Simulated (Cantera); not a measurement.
Feed: 1 mol Cr, 20 mol N2, 5.4 mol H2, equilibrated at 3.80 mbar.

Cantera equilibrium calculation (NASA polynomials, part measured and part estimated; ideal gas, pure solids and liquids). Candidate condensed phases: Cr, CrN, Cr2N; 11 gas species. Rates play no part. All values below are at 2250 °C.

Base state: N2 0.700, H 0.152, H2 0.113, Cr 0.0350 (mole fractions); condensed: gas only.

Q: What changes in the equilibrium state with this change: H2 from 5.4 to 1.9 mol?

A: 
```tsv
species	before	after
N2	0.700	0.836
H	0.152	0.0860
Cr	0.0350	0.0418
H2	0.113	0.0364
```
